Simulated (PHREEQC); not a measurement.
Make-up at 25 °C: 0.14 mol/kgw HCl, 0.0026 mol/kgw Na2B4O7 and 0.42 mol/kgw KBr. Closed to the air; pH follows from the charge balance.

The numbers come from PHREEQC with the Pitzer model, pitzer.dat.

No solid was allowed to form.

Problem. Predict the pH, specific conductance.

Solution. pH 0.95; specific conductance 84400 µS/cm.
